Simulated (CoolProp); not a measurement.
A single-stage vapour-compression cycle with the fluid: evaporating at 297.15 K (dew point), condensing at 338.15 K (bubble point), superheat 8 K, subcooling 8 K, compressor efficiency 0.65, no pressure losses. The same conditions are run with several fluids, on thermodynamics alone (safety and materials aside).

Model: reference Helmholtz-energy equation of state of each fluid (cis-2-butene: Lemmon 2005; isobutane: Bücker 2006; isobutene: Lemmon 2005; trans-2-butene: Lemmon 2005; R1132(E): Akasaka 2024; R1336mzz(Z): McLinden 2020), in CoolProp.

Q: Rank cis-2-butene, isobutane, isobutene, trans-2-butene, R1132(E), R1336mzz(Z) by cooling COP, highest first.

A: cis-2-butene (4.23), trans-2-butene (4.20), R1336mzz(Z) (4.17), isobutene (4.14), isobutane (4.05), R1132(E) (3.42)

```csv
fluid,pressure ratio,discharge temperature (K),refrigerating effect (kJ/kg),volumetric capacity (kJ/m³)
cis-2-butene,3.17,361.2,329,1600
isobutane,2.86,349.9,260,2230
isobutene,2.97,354.6,292,2080
trans-2-butene,3.10,357.0,316,1700
R1132(E),2.57,371.1,159,8160
R1336mzz(Z),4.01,345.9,134,638
```
